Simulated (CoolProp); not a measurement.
Model: reference Helmholtz-energy equation of state, Thol 2012, in CoolProp.

Question: Give the vapour pressure (MPa), liquid viscosity (µPa s), liquid conductivity (mW/(m K)) of saturated benzene at 454.3 K.

Answer: 
| T (K) | p (MPa) | liquid viscosity (µPa s) | liquid conductivity (mW/(m K)) |
|---|---|---|---|
| 454.3 | 1.05 | 136 | 93.9 |

Viscosity comes from a separate model (Avgeri 2014). Thermal conductivity comes from a separate model (Assael 2012).
